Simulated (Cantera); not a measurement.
Input (Python, Cantera) and output of one run.

```python
import numpy as np
import cantera as ct

gas_names = """
    CL CL2 H HCL H2 Si SiCL SiCL2 SiCL3 SiCL4 SiH SiHCL3 SiH2 SiH2CL2 SiH3 SiH3CL SiH4 Si2 Si3
""".split()
cond_names = """
    Si(cr) Si(L)
""".split()


# ... load() reads the species with a 1 bar reference pressure and builds the phases ...
atoms = {
    'Si': {'Si': 1},
    'HCl': {'H': 1, 'CL': 1},
    'H2': {'H': 2},
}
top_T = {}  # K; cautious upper limits of use, not melting points


# ... equilibrate(T, P, feed) seeds the gas with the atoms and calls Mixture.equilibrate('TP', solver="vcs", rtol=1e-11, max_steps=5000) ...
results = []
feed = {'Si': 1, 'HCl': 0.9, 'H2': 17}  # mol
T = 1698  # K
for P in [10000, 26000, 67000, 170000, 450000, 1200000, 3000000]:
    mix = equilibrate(T, P, feed)
    results.append((T, P, feed, dict(zip(mix.species_names, mix.species_moles))))

top = {s: max(r[3][s] / sum(r[3][g] for g in gas_names) for r in results) for s in gas_names}
cols = sorted((s for s in top if top[s] > 0.0001), key=lambda s: -top[s])[:7]
seen = [c for c in cond_names if any(r[3].get(c, 0) > 1e-12 for r in results)]
print("log10 of partial pressures in bar; condensed amounts in mol")
print(f"{'P/Pa':>10s}" + "".join(f"{s[:9]:>10s}" for s in cols + seen))
for T, P, feed, n in results:
    ng = sum(n[g] for g in gas_names)
    print(f"{P:10.4g}" + "".join(f"{np.log10(max(n[s] / ng * P / 1e5, 1e-99)):10.3f}" for s in cols)
          + "".join(f"{n.get(c, 0):10.4g}" for c in seen))
```

Output:

```
log10 of partial pressures in bar; condensed amounts in mol
      P/Pa        H2       HCL     SiCL2    SiHCL3   SiH2CL2     SiCL3         H     Si(L)
     1e+04    -1.020    -2.412    -3.248    -6.260    -6.342    -5.240    -4.350     0.897
   2.6e+04    -0.605    -1.998    -2.835    -5.433    -5.514    -4.620    -4.142    0.8967
   6.7e+04    -0.194    -1.589    -2.428    -4.616    -4.696    -4.010    -3.937    0.8958
   1.7e+05     0.211    -1.188    -2.031    -3.819    -3.895    -3.415    -3.734    0.8941
   4.5e+05     0.634    -0.773    -1.625    -2.998    -3.065    -2.805    -3.523      0.89
   1.2e+06     1.060    -0.364    -1.233    -2.197    -2.247    -2.218    -3.310    0.8814
     3e+06     1.459     0.004    -0.896    -1.491    -1.511    -1.711    -3.110    0.8655
```

Equilibrium computed with Cantera from the NASA thermochemical tables; the gas is ideal and each condensed phase is pure. The tables' values for SiCl3, SiCl are old estimates; treat these amounts as uncertain. Gases not in the tables: Si2H6 and higher silanes.
